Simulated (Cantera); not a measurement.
**Thermodynamics of halide evaporation, hydrolysis and transport, feed CsCl + O₂ + N₂**

Feed: 1 mol CsCl, 0.32 mol O₂, a varied amount of N₂, at 1448.15 K and 1330 Pa.

Method: chemical equilibrium by Gibbs-energy minimisation in Cantera with the NASA 1993 tables (ideal gas, pure condensed phases). Candidate condensed phases: Cs, CsCl; 18 gas species. Kinetics and transport are ignored.

```
n(N₂) (mol)   x N₂   x CsCl     x O₂      x NO  x Cs₂Cl₂     x Cl
-----------  -----  -------  -------  --------  --------  -------
12           0.901   0.0749   0.0239  0.000339   8.46e-5  6.39e-6
38           0.966   0.0254  0.00804  0.000204   9.74e-6  3.72e-6
64           0.980   0.0153  0.00482  0.000159   3.53e-6  2.88e-6
89           0.985   0.0111  0.00347  0.000135   1.85e-6  2.45e-6
110          0.988  0.00898  0.00281  0.000122   1.22e-6  2.21e-6
140          0.991  0.00707  0.00221  0.000108   7.55e-7  1.96e-6
170          0.992  0.00583  0.00182   9.83e-5   5.13e-7  1.78e-6
190          0.993  0.00522  0.00163   9.29e-5   4.12e-7  1.69e-6
220          0.994  0.00452  0.00140   8.64e-5   3.08e-7  1.57e-6
240          0.994  0.00414  0.00128   8.27e-5   2.59e-7  1.50e-6
270          0.995  0.00368  0.00114   7.79e-5   2.05e-7  1.42e-6
290          0.995  0.00343  0.00106   7.52e-5   1.78e-7  1.37e-6
```
x: gas mole fraction; nothing condenses.

From 12 mol N₂ to 290 mol N₂ nothing is condensed. The main Cs-bearing gas is CsCl throughout.
